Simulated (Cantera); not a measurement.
Feed: 1 mol CuO, 9.5 mol CO, a varied amount of H2, at 1273.15 K and 45.0 Torr.

These are equilibrium values from Cantera (NASA tables, ideal gas, pure condensed phases), not measurements of a reactor. Candidate condensed phases: C, C6H6, C7H8, C8H18, Cu, CuO, Cu(OH)2, Cu2O, H2O; 113 gas species. Rates play no part.

x: gas mole fraction; n: condensed amount in mol.

| n(H2) (mol) | x CO | x H2 | x CO2 | x H2O | n Cu(s) |
|---|---|---|---|---|---|
| 0.15 | 0.883 | 0.0131 | 0.101 | 0.00248 | 1.000 |
| 0.24 | 0.877 | 0.0208 | 0.0988 | 0.00388 | 1.000 |
| 0.4 | 0.865 | 0.0342 | 0.0948 | 0.00621 | 1.000 |
| 0.67 | 0.846 | 0.0561 | 0.0886 | 0.00974 | 1.000 |
| 1.1 | 0.816 | 0.0893 | 0.0799 | 0.0145 | 1.000 |
| 1.8 | 0.773 | ? | ? | ? | 1.000 |
| 3.1 | ? | ? | ? | ? | 1.000 |
| 5.1 | 0.614 | 0.318 | 0.0369 | 0.0316 | 1.000 |

Problem. Some entries are withheld; supply them.

Solution. 
- 1.8, x H2: 0.139
- 1.8, x CO2: 0.0682
- 1.8, x H2O: 0.0203
- 3.1, x CO: 0.702
- 3.1, x H2: 0.219
- 3.1, x CO2: 0.0523
- 3.1, x H2O: 0.0270
